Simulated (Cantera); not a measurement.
Reactions in the system Al-C-O

Source: NASA polynomial tables (part measured, part estimated), evaluated in Cantera. Values are per mole of reaction as written; species without (g) are pure solids or liquids, kept so even where they would boil at 1 bar.

2 Al + CO2(g) → CO(g) + Al2O(g)

| T (K) | ΔH° (kJ) | ΔS° (J/K) | ΔG° (kJ) | log10 K | condensed phases |
|---|---|---|---|---|---|
| 300 | 137.8 | 179.6 | 83.9 | -14.61 | Al(s) |
| 650 | 134.0 | 171.8 | 22.3 | -1.79 | Al(s) |
| 750 | 132.2 | 169.3 | 5.3 | -0.37 | Al(s) |
| 850 | 130.1 | 166.6 | -11.5 | 0.71 | Al(s) |
| 950 | 106.1 | 140.8 | -27.7 | 1.52 | Al(l) |
| 1050 | 103.7 | 138.4 | -41.6 | 2.07 | Al(l) |
| 1150 | 101.3 | 136.2 | -55.3 | 2.51 | Al(l) |
| 1250 | 98.8 | 134.1 | -68.8 | 2.88 | Al(l) |
| 1350 | 96.4 | 132.2 | -82.2 | 3.18 | Al(l) |
